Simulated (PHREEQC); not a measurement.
Dissolve 12 mmol/kgw CuSO4, 69 mmol/kgw HCl and 0.47 mmol/kgw H3BO3 at 25 °C. Closed to the air; pH follows from the charge balance.

All values are PHREEQC results (ion-association model, phreeqc.dat), not measurements.

Each row changes one thing in this solution. This is a speciation only: nothing precipitates in the calculation.

```
case                                  pH  ionic strength (mol/kgw)  Cu+2 (mol/kgw)  HSO4- (mol/kgw)  SO4-2 (mol/kgw)  CuSO4 (mol/kgw)
----------------------------------  ----  ------------------------  --------------  ---------------  ---------------  ---------------
as made                             1.29                    0.0959          0.0102          0.00773          0.00325          0.00102
HCl from 0.069 to 0.0621 mol/kgw    1.34                    0.0893          0.0102          0.00745              ___          0.00112
diluted 5-fold with water           1.94                    0.0207         0.00216         0.000939          0.00127         0.000191
CuSO4 from 0.012 to 0.0132 mol/kgw  1.30                    0.0985          0.0112          0.00839              ___          0.00121
```

Question: Fill in the missing entries.

Answer: 
- HCl from 0.069 to 0.0621 mol/kgw, SO4-2 (mol/kgw): 0.00344
- CuSO4 from 0.012 to 0.0132 mol/kgw, SO4-2 (mol/kgw): 0.00360
